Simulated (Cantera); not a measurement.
A Cantera script and its output.

```python
import numpy as np
import cantera as ct

surf = ct.Interface("diamond.yaml", "diamond_100")
gas, bulk = surf.adjacent["gas"], surf.adjacent["diamond"]
k = surf.kinetics_species_index(bulk.species_names[0])
cover = ["c6HH", "c6H*", "c6*H", "c6**", "c6HM", "c6B"]

rows, drift = [], 0.0
print(f"{'T':>10s}{'um/h':>11s}" + "".join(f"{s:>11s}" for s in cover))
for v in [925, 975, 1025, 1075, 1125, 1175, 1225, 1275, 1325, 1375]:
    T, P, xH, xCH3 = v, 22000, 0.0059, 0.00072
    gas.TPX = T, P, {"H": xH, "CH3": xCH3, "CH4": 0.0075, "H2": 1 - xH - xCH3 - 0.0075}
    surf.TP = bulk.TP = T, P
    surf.coverages = "c6H*:0.1, c6HH:0.9"
    surf.advance_coverages(100.0)
    before = surf.coverages
    surf.advance_coverages(100.0)
    drift = max(drift, np.max(np.abs(surf.coverages - before) / (surf.coverages + 1e-9)))
    rate = surf.net_production_rates[k] * bulk.mean_molecular_weight / bulk.density * 3.6e9
    rows.append([rate, *surf[cover].coverages])
    print(f"{v:10.4g}{rate:11.4e}" + "".join(f"{x:11.3e}" for x in rows[-1][1:]))
```

It prints:

```
         T       um/h       c6HH       c6H*       c6*H       c6**       c6HM        c6B
       925 5.1020e+01  5.989e-01  1.116e-02  2.812e-01  4.757e-03  8.166e-02  1.384e-07
       975 6.7077e+01  5.658e-01  1.493e-02  3.232e-01  7.183e-03  6.645e-02  1.820e-07
      1025 8.4474e+01  5.321e-01  1.921e-02  3.622e-01  1.034e-02  5.413e-02  2.292e-07
      1075 1.0144e+02  4.993e-01  2.392e-02  3.977e-01  1.428e-02  4.366e-02  2.753e-07
      1125 1.1403e+02  4.687e-01  2.900e-02  4.300e-01  1.905e-02  3.401e-02  3.094e-07
      1175 1.1577e+02  4.410e-01  3.443e-02  4.594e-01  2.467e-02  2.441e-02  3.141e-07
      1225 1.0247e+02  4.158e-01  4.010e-02  4.858e-01  3.110e-02  1.529e-02  2.781e-07
      1275 8.0458e+01  3.921e-01  4.583e-02  5.078e-01  3.815e-02  8.177e-03  2.183e-07
      1325 6.1612e+01  3.696e-01  5.141e-02  5.244e-01  4.558e-02  3.869e-03  1.672e-07
      1375 5.1073e+01  3.486e-01  5.674e-02  5.360e-01  5.319e-02  1.717e-03  1.386e-07
```

Computed with Cantera and the Harris–Goodwin 1993 mechanism for the reconstructed diamond (100) surface.
